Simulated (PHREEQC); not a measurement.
Consider water at 25 °C with 0.016 mol/kgw HF, 4.8e-05 mol/kgw KF and 6.7e-07 mol/kgw H4SiO4. Closed to the air; pH follows from the charge balance.

The numbers come from PHREEQC with the ion-association model, phreeqc.dat.

No solid was allowed to form.

Task: Order these F species by the share of F that they hold, largest first: F-, HF, HF2-.

Result: HF (79 %), F- (19 %), HF2- (1.8 %)

The pH is 2.53 and the ionic strength 0.00319 mol/kgw. SiF6-2 is the database's only silicon fluoride.
